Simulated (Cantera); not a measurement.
An isothermal, constant-pressure homogeneous reactor starts with 38.5 % CH4, 61.5 % N2, at 1750 K and 820 Pa.

Cantera simulation using GRI-Mech 3.0 (53 species, 325 reactions); the numbers are that mechanism's predictions, not measurements. GRI-Mech 3.0 stops at C3 and has no aromatics, soot or wall deposition, so with more carbon than oxygen in the feed, carbon stays in small species such as C2H2 where larger ones or solid carbon would form. Radical loss at walls, strong at low pressure, is not modelled.

**Question.** Predict: x(CH4) at 1.00 s; x(C2H6) at 1.00 s; x(C2H2) at 1.00 s; x(C2H4) at 1.00 s; x(HCN) at 1.00 s; x(C2H) at 1.00 s.

**Answer.** 
```
Item                                                 Result
-----------------  ----------------------------------------
x(CH4) at 1.00 s    0.00963 (gas-phase equilibrium 5.40e-5)
x(C2H6) at 1.00 s  6.51e-7 (gas-phase equilibrium 5.52e-11)
x(C2H2) at 1.00 s      0.135 (gas-phase equilibrium 0.0846)
x(C2H4) at 1.00 s   5.23e-5 (gas-phase equilibrium 9.55e-6)
x(HCN) at 1.00 s      3.71e-6 (gas-phase equilibrium 0.108)
x(C2H) at 1.00 s    2.37e-6 (gas-phase equilibrium 2.39e-6)
```
